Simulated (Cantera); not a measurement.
Cantera run:

```python
import numpy as np
import cantera as ct

gas_names = """
    H HNO HNO2 HNO3 HO2 H2 H2O H2O2 N NH NH2 NH3 NH2OH NO NO2 NO3 N2 N2H2 N2H4 N2O O OH O2 O3 Zr ZrN ZrO
    ZrO2
""".split()
cond_names = """
    H2O(s) H2O(L) Zr(a) Zr(b) Zr(L) ZrN(s) ZrN(L) ZrO2(a) ZrO2(b) ZrO2(L)
""".split()


# ... load() reads the species with a 1 bar reference pressure and builds the phases ...
atoms = {
    'ZrO2': {'Zr': 1, 'O': 2},
    'H2': {'H': 2},
    'N2': {'N': 2},
}
top_T = {}  # K; cautious upper limits of use, not melting points


# ... equilibrate(T, P, feed) seeds the gas with the atoms and calls Mixture.equilibrate('TP', solver="vcs", rtol=1e-11, max_steps=5000) ...
results = []
feed = {'ZrO2': 1, 'H2': 7.8, 'N2': 79}  # mol
P = 1300  # Pa
for T in [1675, 1700, 1725, 1750, 1775, 1800, 1825, 1850]:
    mix = equilibrate(T, P, feed)
    results.append((T, P, feed, dict(zip(mix.species_names, mix.species_moles))))

top = {s: max(r[3][s] / sum(r[3][g] for g in gas_names) for r in results) for s in gas_names}
cols = sorted((s for s in top if top[s] > 1e-05), key=lambda s: -top[s])[:6]
seen = [c for c in cond_names if any(r[3].get(c, 0) > 1e-12 for r in results)]
print("log10 of partial pressures in bar; condensed amounts in mol")
print(f"{'T/K':>10s}" + "".join(f"{s[:9]:>10s}" for s in cols + seen))
for T, P, feed, n in results:
    ng = sum(n[g] for g in gas_names)
    print(f"{T:10.4g}" + "".join(f"{np.log10(max(n[s] / ng * P / 1e5, 1e-99)):10.3f}" for s in cols)
          + "".join(f"{n.get(c, 0):10.4g}" for c in seen))
```

It prints:

```
log10 of partial pressures in bar; condensed amounts in mol
       T/K        N2        H2         H    ZrN(s)   ZrO2(b)
      1675    -1.927    -2.933    -5.402 9.057e-05    0.9999
      1700    -1.927    -2.934    -5.298 0.0001017    0.9999
      1725    -1.927    -2.934    -5.198 0.0001138    0.9999
      1750    -1.927    -2.934    -5.100 0.0001269    0.9999
      1775    -1.927    -2.935    -5.006  0.000141    0.9999
      1800    -1.927    -2.935    -4.914 0.0001563    0.9998
      1825    -1.927    -2.936    -4.824 0.0001727    0.9998
      1850    -1.927    -2.936    -4.737 0.0001902    0.9998
```

These are equilibrium values from Cantera (NASA tables, ideal gas, pure condensed phases), not measurements of a reactor. Mutual solubility and eutectic melting of coexisting phases are not modelled. ZrN: taken at fixed stoichiometry. Condensed phases not in the tables: solid solutions among these carbides, nitrides and lower oxides.
